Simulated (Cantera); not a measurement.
A closed system holds: 1 mol B, 0.85 mol NH3, 0.11 mol H2, equilibrated at 40.0 Pa.

Equilibrium computed with Cantera from the NASA thermochemical tables; the gas is ideal and each condensed phase is pure. Candidate condensed phases: B, BN; 15 gas species. Mutual solubility and eutectic melting of coexisting phases are not modelled. The tables' values for BH2 are old estimates; treat these amounts as uncertain. Kinetics and transport are ignored.

x: gas mole fraction; n: condensed amount in mol.

| T (K) | x H2 | x H | x N2 | x BH2 | x B | x BH | n B(s) | n BN(s) |
|---|---|---|---|---|---|---|---|---|
| 1300 | 1.000 | 5.53e-5 | 2.85e-8 | 9.03e-7 | 4.95e-12 | 1.17e-11 | 0.150 | 0.850 |
| 1350 | 1.000 | 0.000119 | 1.59e-7 | 1.76e-6 | 3.36e-11 | 5.23e-11 | 0.150 | 0.850 |
| 1400 | 1.000 | (withheld) | (withheld) | 3.26e-6 | (withheld) | (withheld) | 0.150 | 0.850 |
| 1450 | 1.000 | 0.000473 | 3.42e-6 | 5.79e-6 | 1.04e-9 | 7.65e-10 | 0.150 | 0.850 |
| 1500 | 0.999 | 0.000880 | 1.36e-5 | 9.88e-6 | 4.84e-9 | 2.55e-9 | 0.150 | 0.850 |
| 1550 | 0.998 | 0.00157 | 4.95e-5 | 1.63e-5 | 2.04e-8 | 7.87e-9 | 0.150 | 0.850 |
| 1600 | 0.997 | (withheld) | (withheld) | 2.60e-5 | (withheld) | (withheld) | 0.150 | 0.850 |
| 1650 | 0.995 | 0.00453 | 0.000517 | 4.02e-5 | 2.80e-7 | 6.08e-8 | 0.151 | 0.849 |
| 1700 | 0.991 | 0.00733 | 0.00150 | 6.06e-5 | 9.24e-7 | 1.54e-7 | 0.154 | 0.846 |
| 1750 | 0.984 | 0.0115 | 0.00411 | 8.87e-5 | 2.84e-6 | 3.69e-7 | 0.161 | 0.838 |

**Question.** Some entries are withheld; supply them.

**Answer.** 
- 1400, x H: 0.000243
- 1400, x N2: 7.79e-7
- 1400, x B: 1.98e-10
- 1400, x BH: 2.10e-10
- 1600, x H: 0.00271
- 1600, x N2: 0.000166
- 1600, x B: 7.89e-8
- 1600, x BH: 2.26e-8
